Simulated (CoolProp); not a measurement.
Vapour-liquid equilibrium of n-octane (1) + n-dodecane (2) at 510.5 K; x and y are mole fractions of (1).

Values from CoolProp's multi-fluid Helmholtz-energy mixture model, Beckmüller 2019 and Lemmon 2004; pair parameters Bell 2016.

```csv
x,"bubble pressure, mixture model (MPa)","bubble pressure, Raoult's law (MPa)","y, mixture model","y, Raoult's law"
0.05,0.1960,0.2077,0.192,0.254
0.125,0.2474,0.2745,0.392,0.480
0.2,0.3013,0.3414,0.529,0.618
0.275,0.3578,0.4082,0.630,0.710
0.35,0.4170,0.4751,0.706,0.777
0.425,0.4790,0.5419,0.766,0.827
0.5,0.5437,0.6088,0.815,0.866
0.575,0.6112,0.6756,0.855,0.897
0.65,0.6816,0.7425,0.889,0.923
0.725,0.7550,0.8093,0.918,0.945
0.8,0.8315,0.8762,0.943,0.963
0.875,0.9115,0.9430,0.966,0.978
0.95,0.9956,1.010,0.987,0.992
```

The largest gap from Raoult's law is -12.3 % in bubble pressure, at x = 0.275. No azeotrope shows between x = 0.05 and 0.95.

Pair parameters are fitted to limited data, so mixtures are less certain than the pure fluids.
